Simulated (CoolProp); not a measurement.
The fluid at 312.7 K and 0.475 MPa flows at 11 m/s in a round tube of 25 mm bore and 0.25 µm roughness, fully developed (64/Re and Nu = 3.66 if laminar; Colebrook and Gnielinski if turbulent). The same conditions are run with several fluids, on thermodynamics alone (safety and materials aside).

Values from CoolProp's reference Helmholtz-energy equation of state of each fluid (C2F6 (R116): Lemmon 2006; R407C: Lemmon 2003; R134a: Tillner-Roth 1994; dry air: Lemmon 2000; methane: Setzmann 1991). Blends and air are pseudo-pure fits.

Question: Rank C2F6 (R116), R407C, R134a, dry air, methane by Reynolds number, highest first.

Answer: C2F6 (R116) (488000), R134a (454000), R407C (359000), dry air (75900), methane (69300)

```
fluid        Darcy friction factor  pressure drop (Pa/m)  heat-transfer coefficient (W/(m² K))  mass flow (kg/h)
-----------  ---------------------  --------------------  ------------------------------------  ----------------
C2F6 (R116)                 0.0134                   852                                   431               512
R407C                       0.0141                   575                                   322               328
R134a                       0.0135                   667                                   386               396
dry air                     0.0191                   245                                   159               103
methane                     0.0195                   139                                   202              57.4
```

Transport values come from each fluid's own correlations; those of C2F6 (R116), R134a are estimates that may be off by 10 % or more.
